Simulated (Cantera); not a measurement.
Ignition delay

Mixture: 4.99 % CH4, 13.5 % O2, 79.3 % N2, 2.10 % H2O, 0.125 % C2H6, at 7500 Torr, adiabatic and at constant volume. Ignition delay is the time to a rise of 400 K.

Cantera simulation using GRI-Mech 3.0 (53 species, 325 reactions); the numbers are that mechanism's predictions, not measurements.

```
T0 (K)  delay (ms)
------  ----------
1175          4.63
1225          2.63
1275          1.53
1325         0.907
1375         0.544
1425         0.329
```

```json
{
  "apparent activation energy between 1325 and 1425 K": "160 kJ/mol"
}
```
